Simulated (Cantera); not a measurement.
A closed system holds: 1 mol AlN, 0.049 mol Br2, 0.066 mol O2, equilibrated at 973.15 K and 0.170 bar.

Method: chemical equilibrium by Gibbs-energy minimisation in Cantera with the NASA 1993 tables (ideal gas, pure condensed phases). Candidate condensed phases: Al, AlBr3, AlN, Al2O3, Br2; 21 gas species. Kinetics and transport are ignored.

Base state: N2 0.650, AlBr3 0.349, Al2Br6 0.00117 (mole fractions); condensed: AlN(s) + Al2O3(s).

Q: What changes in the equilibrium state with this change: temperature from 973.15 K to 725 K?

A: 
```csv
species,before,after
N2,0.650,0.687
AlBr3,0.349,0.255
Al2Br6,0.00117,0.0584
"AlN(s), mol",0.879,0.879
"Al2O3(s), mol",0.0440,0.0440
```
